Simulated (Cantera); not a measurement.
# Hydrocarbon pyrolysis for carbon deposition

An isothermal, constant-pressure homogeneous reactor starts with 40.0 % C2H6, 60.0 % N2, at 1050 K and 0.330 bar.

Computed with Cantera and GRI-Mech 3.0 (53 species, 325 reactions). GRI-Mech 3.0 stops at C3 and has no aromatics, soot or wall deposition, so with more carbon than oxygen in the feed, carbon stays in small species such as C2H2 where larger ones or solid carbon would form.

```tsv
t (s)	x C2H6	x H2	x CH3	x HCN	x CH2	x C2H
1.00e-5	0.400	1.10e-10	4.73e-8	<1e-12	<1e-12	<1e-12
4.33e-5	0.400	7.45e-9	1.72e-7	<1e-12	<1e-12	<1e-12
0.000187	0.400	4.34e-7	3.91e-7	<1e-12	<1e-12	<1e-12
0.000811	0.400	1.46e-5	4.51e-7	<1e-12	<1e-12	<1e-12
0.00351	0.400	0.000311	6.46e-7	<1e-12	<1e-12	<1e-12
0.0152	0.394	0.00440	1.75e-6	<1e-12	<1e-12	<1e-12
0.0658	0.362	0.0264	1.77e-6	<1e-12	<1e-12	<1e-12
0.285	0.253	0.100	1.39e-6	<1e-12	<1e-12	<1e-12
1.23	0.0775	0.219	7.25e-7	<1e-12	<1e-12	<1e-12
5.34	0.0244	0.249	4.85e-7	<1e-12	<1e-12	<1e-12
23.1	0.0203	0.230	6.80e-7	<1e-12	<1e-12	<1e-12
100	0.0146	0.184	9.31e-7	<1e-12	<1e-12	<1e-12
```
x: mole fraction; the columns are a selection and need not sum to one.

Equilibrium at this temperature and pressure: C2H6 0.00101, H2 0.0322, CH3 4.90e-7, HCN 0.0394, CH2 <1e-12, C2H <1e-12 (gas phase only).
